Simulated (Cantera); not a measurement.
A closed system holds: 1 mol SiC, 1.3 mol O₂, 1.6 mol N₂, at 5.00 bar.

Method: chemical equilibrium by Gibbs-energy minimisation in Cantera with the NASA 1993 tables (ideal gas, pure condensed phases). Candidate condensed phases: C, Si, SiC, SiO₂, Si₂N₂O, Si₃N₄; 34 gas species. Mutual solubility and eutectic melting of coexisting phases are not modelled. The tables hold silica as quartz up to 1696 K and as liquid above; real silica turns to tridymite and cristobalite and melts near 1996 K. Kinetics and transport are ignored. All values below are at 1675 K.

Base state: N₂ 0.595, CO 0.405, CO₂ 0.000188, SiO 2.04e-5 (mole fractions); condensed: SiO₂(β-quartz) + Si₂N₂O(s).

Q: What changes in the equilibrium state with this change: SiC replaced by Si?

A: 
```tsv
species	before	after
N₂	0.595	0.841
O₂	<1e-9	0.157
NO	<1e-9	0.00235
CO	0.405	0
SiO	2.04e-5	<1e-9
CO₂	0.000188	0
NO₂	<1e-9	1.52e-5
SiO₂(β-quartz), mol	0.733	1.00
Si₂N₂O(s), mol	0.133	0
```
